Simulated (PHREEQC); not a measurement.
Make-up at 25 °C: 7.1 mmol/kgw MgCl2 and 56 mmol/kgw NH4HSO4. Closed to the air; pH follows from the charge balance.

Computed with PHREEQC (ion-association model, phreeqc.dat).

Precipitation was switched off in this run.

Task: Order these S species by the share of S that they hold, largest first: MgSO4, SO4-2, NH4SO4-, HSO4-.

Result: HSO4- (45 %), SO4-2 (41 %), NH4SO4- (8.9 %), MgSO4 (5.3 %)

The pH is 1.60 and the ionic strength 0.117 mol/kgw.
